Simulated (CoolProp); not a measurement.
Saturation properties of neopentane (Tc = 433.7 K, pc = 3.196 MPa, ω = 0.196).

Model: reference Helmholtz-energy equation of state, Lemmon 2006, in CoolProp. It is a short technical equation, of lower accuracy than the large ones.

```tsv
T (K)	p (MPa)	vapour density (kg/m³)	enthalpy of vaporisation (kJ/kg)	surface tension (mN/m)
345	0.6127	18.28	258.9	6.55
352.2	0.7215	21.58	250.6	5.91
359.4	0.8438	25.38	241.8	5.28
366.6	0.9807	29.76	232.3	4.67
373.7	1.131	34.75	222.3	4.08
380.9	1.300	40.63	211.4	3.50
388.1	1.487	47.51	199.4	2.93
395.3	1.693	55.69	186.1	2.38
402.5	1.919	65.56	171.2	1.85
409.7	2.168	77.80	154.2	1.35
416.9	2.441	93.69	133.8	0.876
```

It boils at 282.7 K under 1 atm.

Surface tension comes from a separate correlation (Mulero 2014).
